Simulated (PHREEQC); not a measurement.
Make-up at 35 °C and 100 atm: 0.014 mol FeCl3, 0.11 mol CaCl2, 0.00079 mol HCl and 0.004 mol NaCl per kg of water. Closed to the air; pH follows from the charge balance.

All values are PHREEQC results (ion-association model, phreeqc.dat), not measurements.

| quantity | before | after |
|---|---|---|
| pH | 2.37 | 3.65 |
| FeCl+2 (mol/kgw) | 0.00624 | 9.61e-8 |
| FeOH+2 (mol/kgw) | 0.00237 | 4.81e-5 |
| Fe+3 (mol/kgw) | 0.00198 | 1.17e-6 |
| SI of Goethite (FeOOH) | +4.77 | +6.15 |
| SI of Halite (NaCl) | -4.90 | -8.62 |

Question: Name the change that produced these shifts.
A) HCl from 0.00079 to 0.000395 mol/kgw
B) HCl from 0.00079 to 0.00119 mol/kgw
C) temperature from 35 to 85 °C
D) diluted 100-fold with water

Answer: D, diluted 100-fold with water

No solid was allowed to form. Some of these states are supersaturated (in Hematite (slow to form), Goethite (slow to form), for instance). Under pressure, the constants of complexes without a molar volume in the database are unreliable.
